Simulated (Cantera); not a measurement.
Feed: 1 mol AlN, 0.078 mol HCl, equilibrated at 998 K and 0.100 bar.

These are equilibrium values from Cantera (NASA tables, ideal gas, pure condensed phases), not measurements of a reactor. Candidate condensed phases: Al, AlCl3, AlN, NH4Cl; 20 gas species. The numbers say what is thermodynamically allowed, not how fast it happens.

Base state: H2 0.429, AlCl3 0.285, N2 0.143, HCl 0.142, Al2Cl6 0.000828 (mole fractions); condensed: AlN(s).

Task: What changes in the equilibrium state with this change: AlN replaced by Al?

Result: 
| species | before | after |
|---|---|---|
| H2 | 0.429 | 0.592 |
| AlCl3 | 0.285 | 0.381 |
| AlCl | 2.63e-9 | 0.0176 |
| N2 | 0.143 | 0 |
| HCl | 0.142 | 7.47e-5 |
| AlCl2 | 2.31e-6 | 0.00694 |
| Al2Cl6 | 0.000828 | 0.00149 |
| AlN(s), mol | 0.978 | 0 |
| Al(l), mol | 0 | 0.973 |
The tables' values for AlCl2 are old estimates; treat these amounts as uncertain.

Task: What changes in the equilibrium state with this change: temperature from 998 K to 875 K?

Result: 
```json
[
 {"species": "H2", "before": "0.429", "after": "0.427"},
 {"species": "AlCl3", "before": "0.285", "after": "0.274"},
 {"species": "HCl", "before": "0.142", "after": "0.152"},
 {"species": "Al2Cl6", "before": "0.000828", "after": "0.00548"},
 {"species": "N2", "before": "0.143", "after": "0.142"},
 {"species": "NH3", "before": "6.28e-6", "after": "1.57e-5"},
 {"species": "AlN(s), mol", "before": "0.978", "after": "0.978"}
]
```
